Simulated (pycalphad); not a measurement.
Source of the numbers: pycalphad with the COST 507 light-alloy database (1999); pressure 1 atm. The data set is of 1999 and partly superseded. Phase fractions are per mole of atoms. Kinetics are ignored, which matters at the lower temperatures.

Give the equilibrium state of Hf-0.9093C (wt.%) at 227 °C.


```
T = 500.00 K, P = 101325 Pa, N = 1 mol of atoms
G = -50919 J/mol, H = -25506 J/mol, S = 50.83 J/(mol K)  (SER reference)
chemical potentials (J/mol): Hf -23399, C -252733
phase             fraction      x(Hf)       x(C)
HCP_A3              0.7061     0.9876     0.0124
FCC_A1              0.2939     0.6213     0.3787
```

Give the equilibrium state of Hf-0.9093C (wt.%) at 2827 °C.


```
T = 3100.00 K, P = 101325 Pa, N = 1 mol of atoms
G = -284286 J/mol, H = 99202 J/mol, S = 123.71 J/(mol K)  (SER reference)
chemical potentials (J/mol): Hf -283692, C -288642
phase             fraction      x(Hf)       x(C)
LIQUID              0.9146     0.9020     0.0980
FCC_A1              0.0854     0.6440     0.3560
```

FCC_A1 is fcc; HCP_A3 is hcp. The fcc model also describes the rock-salt carbide or nitride (TiC, TiN, HfC).
